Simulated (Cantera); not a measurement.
A closed system holds: 1 mol TEOS, 0.53 mol O3, 1.1 mol H2, at 525 K and 10.0 Torr.

Method: chemical equilibrium by Gibbs-energy minimisation in Cantera with the NASA 1993 tables (ideal gas, pure condensed phases). Candidate condensed phases: C, C6H6, C7H8, C8H18, H2O, Si, SiC, SiO2; 123 gas species. The feed counts by its element totals alone. The numbers say what is thermodynamically allowed, not how fast it happens.

Task: What is the equilibrium state?

Result: 
```json
{
  "x(CH4)": "0.410",
  "x(H2O)": "0.381",
  "x(H2)": "0.176",
  "x(CO2)": "0.0320",
  "x(CO)": "0.000170",
  "n(C(graphite))": "4.44 mol",
  "n(SiO2(α-quartz))": "1.00 mol",
  "gas_amount": "8.056 mol",
  "log10 activity of Si(s) (absent)": "-38.42"
}
```
